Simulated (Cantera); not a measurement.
What does this Cantera script print?

```python
import numpy as np
import cantera as ct

gas_names = """
    H HO2 H2 H2O H2O2 O OH O2 O3 P PH PH3 PO PO2 P2 P4 P4O10
""".split()
cond_names = """
    H2O(s) H2O(L) P(cr) P(L) P4O10(s)
""".split()


def load(file, names, dense=False):
    # The tables refer to 1 bar. Condensed volumes are neglected.
    table = {s.name: s for s in ct.Species.list_from_file(file)}
    out = []
    for n in names:
        d = dict(table[n].input_data)
        d["thermo"] = dict(d["thermo"], **{"reference-pressure": 1e5})
        if dense:
            d["equation-of-state"] = {"model": "constant-volume", "density": "1e6 g/cm^3"}
        out.append(ct.Species.from_dict(d))
    return out


gas = ct.Solution(thermo="ideal-gas", species=load("nasa_gas.yaml", gas_names))
cond = {s.name: ct.Solution(thermo="fixed-stoichiometry", species=[s], name=s.name)
        for s in load("nasa_condensed.yaml", cond_names, dense=True)}
atoms = {
    'PH3': {'P': 1, 'H': 3},
    'H2': {'H': 2},
    'O2': {'O': 2},
}
top_T = {'P4O10(s)': 690}  # K; cautious upper limits of use, not melting points


def equilibrate(T, P, feed):
    n = {}
    for name, mol in feed.items():
        for a, k in atoms[name].items():
            n[a] = n.get(a, 0.0) + k * mol
    gas.TPX = T, P, n
    mass = sum(n.values()) * gas.mean_molecular_weight
    gas.equilibrate("TP")
    valid = [c for c in cond.values() if c.min_temp <= T <= top_T.get(c.name, c.max_temp)]
    mix = ct.Mixture([(gas, mass / gas.mean_molecular_weight)] + [(c, 0.0) for c in valid])
    mix.T, mix.P = T, P
    mix.equilibrate("TP", solver="vcs", rtol=1e-11, max_steps=5000)
    return mix


results = []
feed = {'PH3': 1, 'H2': 1.8, 'O2': 3.1}  # mol
T = 1798  # K
P = 38000  # Pa
mix = equilibrate(T, P, feed)
results.append((T, P, feed, dict(zip(mix.species_names, mix.species_moles))))
x = sorted(zip(gas.X, gas.species_names), reverse=True)
print(f"T = {T:g} K  P = {P:g} Pa  gas = {mix.phase_moles(0):.4g} mol")
print("   x: " + "  ".join(f"{s} {v:.3e}" for v, s in x if v > 0.0001))
print("   condensed (mol): " + ("  ".join(f"{mix.phase(i).name} {mix.phase_moles(i):.4g}"
      for i in range(1, mix.n_phases) if mix.phase_moles(i) > 1e-12) or "none"))
```

Output:

```
T = 1798 K  P = 38000 Pa  gas = 3.958 mol
   x: H2O 8.326e-01  O2 6.317e-02  PO2 5.188e-02  P4O10 5.019e-02  OH 1.854e-03  H2 2.841e-04
   condensed (mol): none
```

These are equilibrium values from Cantera (NASA tables, ideal gas, pure condensed phases), not measurements of a reactor. Gases not in the tables: HPO2, HPO3 and P4O6.
